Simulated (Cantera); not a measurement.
A perfectly stirred reactor is fed with 8.58 % CH3OH, 19.2 % O2, 72.2 % N2, equivalence ratio 0.67, at 10.0 bar; it is adiabatic with a 325 K inlet, and is followed from long to short residence time, starting on the burning branch (τ in s: 0.027, 0.015, 0.0085, 0.0048, 0.0027, 0.0015, 0.00085, 0.00048, 0.00027, 0.00015, 8.5e-05, 4.8e-05, 2.7e-05).

Computed with Cantera and GRI-Mech 3.0 (53 species, 325 reactions). GRI-Mech 3.0 was tuned for natural gas; its chemistry of methanol as a main component is partial and can be far from experiment.

Task: Predict: blow-out, bracketed by the residence times tried; x(CH3OH) at τ = 27.0 ms; x(O2) at τ = 27.0 ms; x(CO) at τ = 27.0 ms; x(H) at τ = 27.0 ms; x(CH3OH) at τ = 0.850 ms; x(O2) at τ = 0.850 ms; x(CO) at τ = 0.850 ms; x(H) at τ = 0.850 ms.

Result: 
```
Item                                                                           Result
------------------------------------------------  -----------------------------------
blow-out, bracketed by the residence times tried  burning at 0.150 ms, out at 85.0 µs
x(CH3OH) at τ = 27.0 ms                                                       3.15e-6
x(O2) at τ = 27.0 ms                                                           0.0608
x(CO) at τ = 27.0 ms                                                         0.000240
x(H) at τ = 27.0 ms                                                           2.63e-6
x(CH3OH) at τ = 0.850 ms                                                      4.42e-5
x(O2) at τ = 0.850 ms                                                          0.0620
x(CO) at τ = 0.850 ms                                                         0.00284
x(H) at τ = 0.850 ms                                                          4.33e-5
```
